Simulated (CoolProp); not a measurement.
Vapour pressure (MPa) of cis-2-butene: the reference equation beside estimates from Tc = 435.8 K, pc = 4.236 MPa, ω = 0.202. Clausius-Clapeyron is anchored at 342.2 K with a constant enthalpy of vaporisation of 19.05 kJ/mol.

Computed with CoolProp (reference Helmholtz-energy equation of state, Lemmon 2005). It is a short technical equation, of lower accuracy than the large ones.

| T (K) | reference | Lee-Kesler | Clausius-Clapeyron | van der Waals | Redlich-Kwong | Soave-Redlich-Kwong | Peng-Robinson |
|---|---|---|---|---|---|---|---|
| 322.5 | 0.4384 | (withheld) | 0.4802 | 1.122 | 0.5827 | 0.4412 | 0.4376 |
| 332.4 | 0.5682 | 0.5719 | 0.5933 | 1.298 | 0.7352 | 0.5731 | 0.5674 |
| 342.2 | 0.7228 | 0.7278 | 0.7228 | 1.490 | 0.9118 | 0.7307 | (withheld) |
| 352 | 0.9066 | 0.9128 | 0.8708 | 1.698 | 1.116 | 0.9183 | (withheld) |
| 361.8 | 1.123 | 1.130 | 1.039 | 1.924 | 1.349 | (withheld) | 1.125 |
| 371.6 | (withheld) | 1.383 | (withheld) | 2.168 | 1.614 | 1.397 | 1.380 |
| 381.5 | 1.669 | 1.678 | 1.440 | (withheld) | 1.914 | 1.698 | 1.678 |
| 391.3 | 2.005 | 2.014 | 1.674 | (withheld) | 2.247 | 2.040 | 2.018 |

**Question.** Complete the blanks.

**Answer.** 
- 322.5, Lee-Kesler: 0.4409
- 342.2, Peng-Robinson: 0.7224
- 352, Peng-Robinson: 0.9072
- 361.8, Soave-Redlich-Kwong: 1.139
- 371.6, reference: 1.375
- 371.6, Clausius-Clapeyron: 1.227
- 381.5, van der Waals: 2.433
- 391.3, van der Waals: 2.715

Absolute difference from the reference over all 8 rows, mean and median: Lee-Kesler 0.6 and 0.6 %, Clausius-Clapeyron 8.3 and 8.5 %, van der Waals 86.0 and 79.3 %, Redlich-Kwong 22.0 and 21.6 %, Soave-Redlich-Kwong 1.3 and 1.4 %, Peng-Robinson 0.3 and 0.2 %.
